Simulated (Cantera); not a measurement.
Feed: 1 mol B2H6, a varied amount of H2O, 0.13 mol N2, 8.7 mol NH3, held at 1650 K and 13.3 mbar.

Points: n(H2O) (mol) = 0.59, 0.92, 1.3, 1.6, 1.9, 2.2, 2.6, 2.9, 3.2, 3.6.

Cantera's Mixture.equilibrate('TP', solver="vcs", rtol=1e-11, max_steps=5000) on the NASA tables stopped like this:

```
 H2 7.831e-01  N2 1.814e-01  HBO 1.644e-02  HBO2 8.334e-03  B2O3 7.393e-03  B2O2 1.780e-03  H 6.962e-04  H2O 5.046e-04  BO 3.110e-04
   condensed (mol): BN(s) 1.054
T = 1650 K  P = 1333.22 Pa  n(H2O) = 1.6 mol  gas = 22.29 mol
   x: H2 7.769e-01  N2 1.819e-01  HBO 1.788e-02  HBO2 9.913e-03  B2O3 9.641e-03  B2O2 2.123e-03  H 6.935e-04  H2O 5.475e-04  BO 3.397e-04
   condensed (mol): BN(s) 0.8481
T = 1650 K  P = 1333.22 Pa  n(H2O) = 1.9 mol  gas = 22.8 mol
   x: H2 7.712e-01  N2 1.824e-01  HBO 1.910e-02  B2O3 1.189e-02  HBO2 1.136e-02  B2O2 2.439e-03  H 6.909e-04  H2O 5.833e-04  BO 3.641e-04
   condensed (mol): BN(s) 0.6435
ERROR: FAILURE its = 5001!

*******************************************************************************
CanteraError thrown by MultiPhase::equilibrate:
VCS solver failed. Return code: -1
*******************************************************************************
```

**Question.** What got this run through?

**Answer.** One answer among several that fit: The failure is numerical, not chemical. The same input converged with solver="gibbs", rtol=1e-10, max_steps=50000, and the result passed a check of the equilibrium conditions:
```
T = 1650 K  P = 1333.22 Pa  n(H2O) = 0.59 mol  gas = 20.58 mol
   x: H2 8.001e-01  N2 1.801e-01  HBO 1.140e-02  HBO2 3.948e-03  B2O3 2.376e-03  B2O2 8.374e-04  H 7.038e-04  H2O 3.523e-04  BO 2.133e-04
   condensed (mol): BN(s) 1.547
T = 1650 K  P = 1333.22 Pa  n(H2O) = 0.92 mol  gas = 21.14 mol
   x: H2 7.917e-01  N2 1.808e-01  HBO 1.413e-02  HBO2 6.115e-03  B2O3 4.613e-03  B2O2 1.301e-03  H 7.000e-04  H2O 4.354e-04  BO 2.659e-04
   condensed (mol): BN(s) 1.316
T = 1650 K  P = 1333.22 Pa  n(H2O) = 1.3 mol  gas = 21.79 mol
   x: H2 7.831e-01  N2 1.814e-01  HBO 1.644e-02  HBO2 8.334e-03  B2O3 7.393e-03  B2O2 1.780e-03  H 6.962e-04  H2O 5.046e-04  BO 3.110e-04
   condensed (mol): BN(s) 1.054
T = 1650 K  P = 1333.22 Pa  n(H2O) = 1.6 mol  gas = 22.29 mol
   x: H2 7.769e-01  N2 1.819e-01  HBO 1.788e-02  HBO2 9.913e-03  B2O3 9.641e-03  B2O2 2.123e-03  H 6.935e-04  H2O 5.475e-04  BO 3.397e-04
   condensed (mol): BN(s) 0.8481
T = 1650 K  P = 1333.22 Pa  n(H2O) = 1.9 mol  gas = 22.8 mol
   x: H2 7.712e-01  N2 1.824e-01  HBO 1.910e-02  B2O3 1.189e-02  HBO2 1.136e-02  B2O2 2.439e-03  H 6.909e-04  H2O 5.833e-04  BO 3.641e-04
   condensed (mol): BN(s) 0.6435
T = 1650 K  P = 1333.22 Pa  n(H2O) = 2.2 mol  gas = 23.3 mol
   x: H2 7.658e-01  N2 1.828e-01  HBO 2.015e-02  B2O3 1.412e-02  HBO2 1.271e-02  B2O2 2.734e-03  H 6.885e-04  H2O 6.139e-04  BO 3.855e-04
   condensed (mol): BN(s) 0.4395
T = 1650 K  P = 1333.22 Pa  n(H2O) = 2.6 mol  gas = 23.97 mol
   x: H2 7.591e-01  N2 1.834e-01  HBO 2.135e-02  B2O3 1.705e-02  HBO2 1.435e-02  B2O2 3.096e-03  H 6.855e-04  H2O 6.485e-04  BO 4.102e-04
   condensed (mol): BN(s) 0.1683
T = 1650 K  P = 1333.22 Pa  n(H2O) = 2.9 mol  gas = 24.44 mol
   x: H2 7.555e-01  N2 1.833e-01  HBO 2.045e-02  B2O3 1.922e-02  HBO2 1.681e-02  B2O2 2.856e-03  H2O 7.891e-04  H 6.839e-04  BO 3.940e-04
   condensed (mol): none
T = 1650 K  P = 1333.22 Pa  n(H2O) = 3.2 mol  gas = 24.74 mol
   x: H2 7.557e-01  N2 1.811e-01  HBO2 2.717e-02  B2O3 1.927e-02  HBO 1.268e-02  H2O 2.058e-03  B2O2 1.098e-03  H 6.840e-04  BO 2.442e-04
   condensed (mol): none
T = 1650 K  P = 1333.22 Pa  n(H2O) = 3.6 mol  gas = 25.14 mol
   x: H2 7.507e-01  N2 1.782e-01  HBO2 4.218e-02  B2O3 1.515e-02  HBO 6.382e-03  H2O 6.307e-03  H 6.817e-04  B2O2 2.798e-04  BO 1.233e-04
   condensed (mol): none
```

The gas is ideal and each condensed phase is pure. The feed counts by its element totals alone.
